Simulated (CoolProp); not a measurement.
Saturation properties of C2F6 (R116).

The numbers come from the reference Helmholtz-energy equation of state, Lemmon 2006 in CoolProp. It is a short technical equation, of lower accuracy than the large ones.

```tsv
T (°C)	p (MPa)	vapour density (kg/m³)	vapour viscosity (µPa s)	liquid conductivity (mW/(m K))
-76.55	0.1100	9.753	9.19	75.5
-70.15	0.1523	13.25	9.48	72.9
-63.65	0.2072	17.74	9.76	70.4
-57.25	0.2748	23.24	10.0	67.8
-50.75	0.3593	30.13	10.3	65.3
-44.35	0.4604	38.43	10.6	62.7
-37.85	0.5834	48.69	11.0	60.2
-31.45	0.7269	60.95	11.3	57.6
-24.95	0.8980	76.10	11.7	55.0
-18.55	1.094	94.32	12.1	52.4
-12.05	1.324	117.1	12.7	49.6
```

It boils at -78.1 °C under 1 atm.

Viscosity comes from a separate model (Huber 2003), an estimate that may be off by 10 % or more. Thermal conductivity comes from a separate model (Huber 2003), an estimate that may be off by 10 % or more.
